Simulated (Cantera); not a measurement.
Input: 1 mol B2H6, 23 mol NH3, 100 mol H2, equilibrated at 2025 °C and 2.50 mbar.

Equilibrium computed with Cantera from the NASA thermochemical tables; the gas is ideal and each condensed phase is pure. Candidate condensed phases: B, BN; 15 gas species. The feed counts by its element totals alone. The tables' values for BH2 are old estimates; treat these amounts as uncertain. Equilibrium is a limit: real reactors are often held back by kinetics, nucleation or transport.

Base state: H2 0.757, H 0.167, N2 0.0704, B 0.00396, BH2 0.00156, BH 0.000152, BN 2.92e-5 (mole fractions); condensed: B(s).

Question: What changes in the equilibrium state with this change: NH3 from 23 to 3.1 mol?

Answer: 
```csv
species,before,after
H2,0.757,0.809
H,0.167,0.172
N2,0.0704,0.0129
B,0.00396,0.00396
BN,2.92e-5,1.25e-5
BH2,0.00156,0.00167
"B(s), mol",1.07,1.30
```
